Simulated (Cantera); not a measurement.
Feed: 1 mol B2O3, 0.083 mol H2O, 0.51 mol N2, equilibrated at 1825 K and 13.3 mbar.

These are equilibrium values from Cantera (NASA tables, ideal gas, pure condensed phases), not measurements of a reactor. Candidate condensed phases: B, BN, B2O3, B3O3H3, H2O; 39 gas species. Kinetics and transport are ignored.

Base state: N2 0.484, B2O3 0.362, HBO2 0.147, H2O 0.00458, BO2 0.00175, H2 0.000735, BO 0.000164, H 0.000103 (mole fractions); condensed: B2O3(l).

**Question.** What changes in the equilibrium state with this change: pressure from 13.3 mbar to 0.100 bar?

**Answer.** 
```csv
species,before,after
N2,0.484,0.749
HBO2,0.147,0.160
B2O3,0.362,0.0483
H2O,0.00458,0.0410
B2O2,2.22e-5,3.45e-7
BO,0.000164,7.44e-6
O2,1.34e-5,0.000132
"B2O3(l), mol",0.540,0.912
```

**Question.** What changes in the equilibrium state with this change: temperature from 1825 K to 2000 K?

**Answer.** 
```csv
species,before,after
B2O3,0.362,0.572
N2,0.484,0.319
HBO2,0.147,0.0975
BO,0.000164,0.00201
B2O2,2.22e-5,0.000262
O,4.87e-6,2.54e-5
HBO,6.71e-5,0.000309
H,0.000103,0.000443
"B2O3(l), mol",0.540,0
```
